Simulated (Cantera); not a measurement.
**Ignition delay**

Mixture: CH4 : C2H6 : C3H8 : O2 : N2 = 1 : 0.23 : 0.42 : 7.01 : 26.3 (molar parts), at 398 Torr, adiabatic and at constant pressure. Ignition delay is the time to a rise of 400 K.

Detailed kinetics in Cantera: GRI-Mech 3.0 (53 species, 325 reactions). GRI-Mech 3.0 was tuned for natural gas; its chemistry of propane as a main component is partial and can be far from experiment.

| T0 (K) | delay (ms) |
|---|---|
| 1173 | 6.69 |
| 1248 | 2.11 |
| 1323 | 0.784 |
| 1398 | 0.342 |
| 1473 | 0.173 |

The apparent activation energy between 1323 and 1473 K is 160 kJ/mol.
